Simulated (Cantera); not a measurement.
Source: NASA polynomial tables (part measured, part estimated), evaluated in Cantera. Values are per mole of reaction as written; species without (g) are pure solids or liquids, kept so even where they would boil at 1 bar.

Task: Between 673 and 923 K, where is each reaction favourable under standard conditions?
- HCl(g) + Li → H(g) + LiCl(g)

Result: 
- HCl(g) + Li → H(g) + LiCl(g): ΔG° is 41 kJ at 673 K and 15 kJ at 923 K; it stays positive (K < 1). ΔH° is 110 kJ and ΔS° 103 J/K at 923 K.
